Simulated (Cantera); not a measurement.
Input: 1 mol SO₂, 18 mol N₂, 1.8 mol H₂O, held at 218 Torr.

These are equilibrium values from Cantera (NASA tables, ideal gas, pure condensed phases), not measurements of a reactor. Candidate condensed phases: H₂O, H₂SO₄, S; 35 gas species. Equilibrium is a limit: real reactors are often held back by kinetics, nucleation or transport.

Q: At 1650 °C, list the 5 most abundant gas species with their mole fractions, and the condensed phases.

A: N₂ 0.864, H₂O 0.0851, SO₂ 0.0477, H₂ 0.00114, O₂ 0.000476. Condensed: gas only.
